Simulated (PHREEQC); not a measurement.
Make-up at 25 °C: 0.0018 mol Pb(NO3)2 and 0.00082 mol NaNO3 per kg of water. Closed to the air; pH follows from the charge balance.

Computed with PHREEQC (ion-association model, phreeqc.dat).

### Question
The ionic strength comes out as 0.00606 mol/kgw. What activity coefficients do Na+, NO3-, Pb+2, PbOH+, H+ get?

### Answer
Na+ 0.92, NO3- 0.92, Pb+2 0.72, PbOH+ 0.92, H+ 0.93.

This is a speciation only: nothing precipitates in the calculation. Species that the database lacks are ignored.
